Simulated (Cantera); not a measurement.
An adiabatic, constant-volume homogeneous reactor starts with 22.9 % H2, 14.9 % O2, 56.0 % N2, 6.19 % H2O, equivalence ratio 0.77, at 1148 K and 18.8 atm.

Model: GRI-Mech 3.0 (53 species, 325 reactions), integrated in Cantera. The hydrogen kinetics of GRI-Mech 3.0 are dated; newer H2 mechanisms differ, most at raised pressure. The pressure lies above the range GRI-Mech 3.0 was tuned for (to about 10 atm).

One state of this run: T (K) = 2877; P (bar) = 42.6; x H2 = 0.00795; x O2 = 0.0303; x H2O = 0.308; x NO2 = 2.17e-5; x N2O = 4.49e-6; x OH = 0.0171; x H = 0.00147. x: mole fraction; the columns are a selection and need not sum to one.

**Question.** Which value of t (s) does it belong to?
A) 1.43e-5
B) 0.0140
C) 0.000273
D) 5.35e-6

**Answer.** B, 0.0140
